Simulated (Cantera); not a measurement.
Mixture: C3H8 : O2 : N2 = 1 : 3.12 : 10 (molar parts), equivalence ratio 1.6, at 0.424 atm, adiabatic and at constant pressure. Ignition delay is the time to a rise of 400 K.

Cantera simulation using GRI-Mech 3.0 (53 species, 325 reactions); the numbers are that mechanism's predictions, not measurements. GRI-Mech 3.0 was tuned for natural gas; its chemistry of propane as a main component is partial and can be far from experiment.

**Question.** What does this change do: C3H8 1 to 1.5 parts?

**Answer.** 
| quantity | before | after |
|---|---|---|
| delay at 1150 K | 24.5 ms | 24.6 ms |
| delay at 1250 K | 3.26 ms | 3.35 ms |
| delay at 1350 K | 0.675 ms | 0.712 ms |
| delay at 1450 K | 0.209 ms | 0.227 ms |
| delay at 1550 K | 89.0 µs | 99.1 µs |
| apparent activation energy between 1450 and 1550 K | 160 kJ/mol | 150 kJ/mol |

**Question.** What does this change do: C3H8 1 to 1.6 parts?

**Answer.** 
```
quantity                                                before       after
--------------------------------------------------  ----------  ----------
delay at 1150 K                                        24.5 ms     24.7 ms
delay at 1250 K                                        3.26 ms     3.37 ms
delay at 1350 K                                       0.675 ms    0.720 ms
delay at 1450 K                                       0.209 ms    0.231 ms
delay at 1550 K                                        89.0 µs    0.102 ms
apparent activation energy between 1450 and 1550 K  160 kJ/mol  150 kJ/mol
```
